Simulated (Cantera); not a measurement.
Input: 1 mol C2H5OH, 1.5 mol CO2, 1.1 mol N2, at 898.15 K and 0.128 Torr.

Method: chemical equilibrium by Gibbs-energy minimisation in Cantera with the NASA 1993 tables (ideal gas, pure condensed phases). Candidate condensed phases: C, C6H6, C7H8, C8H18, H2O; 136 gas species. Equilibrium is a limit: real reactors are often held back by kinetics, nucleation or transport.

Base state: CO 0.413, H2 0.376, N2 0.145, CO2 0.0473, H2O 0.0185 (mole fractions); condensed: gas only.

What changes in the equilibrium state with this change: pressure from 0.128 Torr to 1 atm?


```json
[
 {"species": "H2", "before": "0.376", "after": "0.303"},
 {"species": "N2", "before": "0.145", "after": "0.182"},
 {"species": "CO2", "before": "0.0473", "after": "0.178"},
 {"species": "CO", "before": "0.413", "after": "0.173"},
 {"species": "H2O", "before": "0.0185", "after": "0.134"},
 {"species": "CH4", "before": "2.77e-8", "after": "0.0298"},
 {"species": "NH3", "before": "1.84e-8", "after": "8.88e-5"},
 {"species": "C(graphite), mol", "before": "0", "after": "1.20"}
]
```

What changes in the equilibrium state with this change: temperature from 898.15 K to 1523 K?


```
species   before    after
-------  -------  -------
CO         0.413    0.439
H2         0.376    0.349
N2         0.145    0.145
CO2       0.0473   0.0210
H2O       0.0185   0.0448
H        5.17e-9  0.00105
```

What changes in the equilibrium state with this change: C2H5OH replaced by C3H6?


| species | before | after |
|---|---|---|
| H2 | 0.376 | 0.423 |
| CO | 0.413 | 0.422 |
| N2 | 0.145 | 0.155 |
| CO2 | 0.0473 | 0.000177 |
| H2O | 0.0185 | 7.64e-5 |
| C(graphite), mol | 0 | 1.50 |
